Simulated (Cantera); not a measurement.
A perfectly stirred reactor is fed with C2H6 : N2 = 1 : 2.4 (molar parts), at 680 Pa; it is held at 1125 K, and followed from long to short residence time.

Cantera simulation using GRI-Mech 3.0 (53 species, 325 reactions); the numbers are that mechanism's predictions, not measurements. GRI-Mech 3.0 stops at C3 and has no aromatics, soot or wall deposition, so with more carbon than oxygen in the feed, carbon stays in small species such as C2H2 where larger ones or solid carbon would form. Radical loss at walls, strong at low pressure, is not modelled.

Problem. What does this change do: temperature 1125 to 1948 K?

Solution. 
```
quantity                  before     after
----------------------  --------  --------
x(C2H6) at τ = 14.0 s     0.0164   1.18e-6
x(CH2) at τ = 14.0 s    3.35e-10   7.42e-6
x(HCN) at τ = 14.0 s    7.41e-12   0.00292
x(CH4) at τ = 14.0 s      0.0514   0.00141
x(C2H) at τ = 14.0 s    1.20e-10   4.30e-5
x(C2H6) at τ = 85.0 ms     0.276  0.000237
x(CH2) at τ = 85.0 ms    1.05e-9   5.20e-5
x(HCN) at τ = 85.0 ms   2.05e-12   9.34e-5
x(CH4) at τ = 85.0 ms    0.00191    0.0270
x(C2H) at τ = 85.0 ms   1.75e-12   3.37e-5
```
